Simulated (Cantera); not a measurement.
Transport properties of process gases

Gas mixture: 100 % C2H4, at 3.08 Torr, frozen composition.

Cantera's kinetic-theory transport with the Lennard-Jones parameters of GRI-Mech 3.0, ideal gas; thermal conductivity in the multicomponent form. The composition is frozen, though it would react at the higher temperatures.

```tsv
T (K)	ρ (kg/m³)	cp (J/kg/K)	μ (µPa s)	λ (mW/m/K)	Pr	D (cm²/s) C2H2	D (cm²/s) CO2	D (cm²/s) OH
400	0.00346	1877	13.3	33.5	0.748	53.3	49.9	102
650	0.00213	2664	20.4	72.4	0.750	130	123	238
900	0.00154	3167	26.3	111	0.749	230	218	415
1150	0.00120	3563	31.5	150	0.748	351	334	628
1400	0.000988	3836	36.2	186	0.746	491	468	872
1650	0.000838	4034	40.5	219	0.745	648	618	1150
1900	0.000728	4178	44.5	250	0.744	821	783	1450
2150	0.000643	4282	48.3	279	0.742	1010	964	1780
```
D: mixture-averaged diffusion coefficient of that species in the mixture.
